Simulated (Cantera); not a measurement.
**Transport properties of process gases**

Gas mixture: 23.2 % CH₄, 72.1 % CO₂, 4.64 % C₂H₂, at 300 Pa, frozen composition.

Cantera's kinetic-theory transport with the Lennard-Jones parameters of GRI-Mech 3.0, ideal gas; thermal conductivity in the mixture-averaged form. The composition is frozen, though it would react at the higher temperatures.

| T (K) | ρ (kg/m³) | cp (J/kg/K) | μ (µPa s) | λ (mW/m/K) | Pr | D (cm²/s) N₂ | D (cm²/s) O | D (cm²/s) NO |
|---|---|---|---|---|---|---|---|---|
| 400 | 0.00331 | 1132 | 18.8 | 30.4 | 0.701 | 96.6 | 152 | 94.8 |
| 650 | 0.00204 | 1383 | 28.1 | 55.1 | 0.704 | 226 | 353 | 222 |
| 900 | 0.00147 | 1561 | 35.8 | 79.1 | 0.706 | 393 | 613 | 386 |
| 1150 | 0.00115 | 1692 | 42.5 | 102 | 0.709 | 594 | 924 | 583 |
| 1400 | 0.000945 | 1786 | 48.6 | 122 | 0.710 | 825 | 1280 | 810 |
| 1650 | 0.000802 | 1856 | 54.3 | 142 | 0.710 | 1090 | 1690 | 1070 |
| 1900 | 0.000697 | 1908 | 59.6 | 160 | 0.709 | 1370 | 2130 | 1350 |
| 2150 | 0.000616 | 1948 | 64.6 | 178 | 0.709 | 1680 | 2620 | 1650 |
| 2400 | 0.000551 | 1979 | 69.5 | 194 | 0.709 | 2020 | 3140 | 1980 |
D: mixture-averaged diffusion coefficient of that species in the mixture.
